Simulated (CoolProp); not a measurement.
Values from CoolProp's reference Helmholtz-energy equation of state, Lemmon 2006. It is a short technical equation, of lower accuracy than the large ones.

Question: For nitrous oxide, give the phase and the Z, cv (kJ/(kg K)), isothermal compressibility (1/MPa) at 288.8 K and 101 bar; 405.7 K and 101 bar; 464.2 K and 101 bar.

Answer: 
- 288.8 K and 101 bar: liquid; Z 0.211, cv 0.909, isothermal compressibility 0.00922
- 405.7 K and 101 bar: supercritical; Z 0.802, cv 0.850, isothermal compressibility 0.123
- 464.2 K and 101 bar: supercritical; Z 0.890, cv 0.867, isothermal compressibility 0.110
